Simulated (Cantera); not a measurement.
Charge: 1 mol Pb, 0.87 mol NH3, 52 mol H2, held at 900 K and 1.00 bar.

Cantera equilibrium calculation (NASA polynomials, part measured and part estimated; ideal gas, pure solids and liquids). Candidate condensed phases: Pb; 11 gas species. Rates play no part.

Question: What is the equilibrium state?

Answer: 
* **x(H2)**: 0.992
* **x(N2)**: 0.00804
* **x(NH3)**: 0.000107
* **x(Pb)**: 1.37e-6
* **n(Pb(l))**: 1.000 mol
* **gas amount**: 53.73 mol
